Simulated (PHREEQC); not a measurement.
Dissolve 89 mmol/kgw H2SO4, 11 mmol/kgw KNO3 and 0.004 mmol/kgw CO2 at 25 °C. Closed to the air; pH follows from the charge balance.

All values are PHREEQC results (ion-association model, phreeqc.dat), not measurements.

Problem. The ionic strength comes out as 0.137 mol/kgw. What activity coefficients do K+, NO3-, HSO4-, SO4-2, H+ get?

Solution. K+ 0.74, NO3- 0.73, HSO4- 0.76, SO4-2 0.33, H+ 0.81.

No solid was allowed to form. Species that the database lacks are ignored.
